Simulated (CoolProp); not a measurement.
n-octane along the isotherm 346.85 °C: Z from the reference equation and from simpler models built on Tc = 295.6 °C, pc = 2484 kPa, ω = 0.398; each cubic takes its own stable root.

The numbers come from the reference Helmholtz-energy equation of state, Beckmüller 2019 in CoolProp.

| p (kPa) | phase | reference | van der Waals | Soave-Redlich-Kwong | Peng-Robinson |
|---|---|---|---|---|---|
| 287 | gas | 0.9687 | 0.9716 | 0.9711 | 0.9671 |
| 573 | gas | 0.9368 | 0.9419 | 0.9414 | 0.9336 |
| 860 | gas | 0.9038 | 0.9106 | 0.9107 | 0.8992 |
| 1150 | gas | 0.8694 | 0.8770 | 0.8787 | 0.8635 |
| 1430 | gas | 0.8352 | 0.8424 | 0.8466 | 0.8282 |
| 1720 | gas | 0.7985 | 0.8037 | 0.8121 | 0.7906 |
| 2010 | gas | 0.7603 | 0.7615 | 0.7761 | 0.7518 |
| 2290 | gas | 0.7219 | 0.7161 | 0.7399 | 0.7132 |
| 2580 | supercritical | 0.6802 | 0.6626 | 0.7008 | 0.6720 |
| 2870 | supercritical | 0.6365 | 0.5994 | 0.6601 | 0.6298 |
| 3150 | supercritical | 0.5921 | 0.5264 | 0.6199 | 0.5887 |
| 3440 | supercritical | 0.5442 | 0.4563 | 0.5786 | 0.5474 |
| 3730 | supercritical | 0.4957 | 0.4274 | 0.5408 | 0.5099 |
